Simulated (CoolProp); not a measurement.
Properties of R141b along the isotherm 500 K.

Values from CoolProp's reference Helmholtz-energy equation of state, Lemmon 2006. It is a short technical equation, of lower accuracy than the large ones.

```csv
p (bar),phase,Z,Joule-Thomson coefficient (K/MPa),isothermal compressibility (1/MPa),viscosity (µPa s),conductivity (mW/(m K))
21.1,gas,0.8409,9.918,0.5776,16.1,30.8
42.1,gas,0.6102,13.53,0.4760,19.5,37.8
63.2,supercritical,0.3069,5.905,0.2172,46.2,54.8
84.2,supercritical,0.3327,2.154,0.04983,64.5,56.5
105,supercritical,0.3846,1.249,0.02749,74.9,58.5
126,supercritical,0.4400,0.8212,0.01898,83.1,60.3
147,supercritical,0.4958,0.5684,0.01454,90.0,61.9
168,supercritical,0.5513,0.3992,0.01180,96.2,63.3
190,supercritical,0.6089,0.2720,0.009872,102,64.8
211,supercritical,0.6633,0.1803,0.008548,107,66.0
```

Viscosity comes from a separate model (Huber 2003), an estimate that may be off by 10 % or more. Thermal conductivity comes from a separate model (Huber 2003), an estimate that may be off by 10 % or more.
